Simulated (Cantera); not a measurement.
## C2H6 + H2O + H2 (carbon deposition, reforming and gasification)

A closed system holds: 1 mol C2H6, 0.072 mol H2O, a varied amount of H2, at 700 K and 1 atm.

Method: chemical equilibrium by Gibbs-energy minimisation in Cantera with the NASA 1993 tables (ideal gas, pure condensed phases). Candidate condensed phases: C, C6H6, C7H8, C8H18, H2O; 110 gas species. The numbers say what is thermodynamically allowed, not how fast it happens.

```csv
n(H2) (mol),log p H2,log p CH4,log p H2O,log p CO
4.1,-0.22,-0.41,-1.85,-5.17
5.8,-0.15,-0.53,-1.97,-5.62
8.2,-0.10,-0.66,-2.10,-6.01
12,-0.07,-0.81,-2.25,-6.42
16,-0.05,-0.93,-2.37,-6.70
23,-0.03,-1.07,-2.52,-7.05
32,-0.02,-1.21,-2.66,-7.36
46,-0.01,-1.37,-2.81,-7.70
```
log p: log10 of the partial pressure in bar; nothing condenses.

From 4.1 mol H2 to 46 mol H2 nothing is condensed. The main C-bearing gas is CH4 throughout.
